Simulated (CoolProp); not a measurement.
20 sccm (0 °C, 1 atm) of nitrogen bubbles through liquid methanol at 296 K and leaves saturated at a total pressure of 0.0297 MPa (ideal gas phase). Each further row changes one setting.

The numbers come from the reference Helmholtz-energy equation of state, de Reuck 1993 in CoolProp.

```csv
case,vapour pressure (kPa),mole fraction of vapour,delivery (mg/min),delivery (sccm),change of delivery for a bath 1 K warmer (%)
as stated,15.2,0.511,29.9,20.9,12
bath temperature 301 K,19.7,0.662,56.0,39.2,17
total pressure 0.0594 MPa,15.2,0.255,9.81,6.86,7.4
```
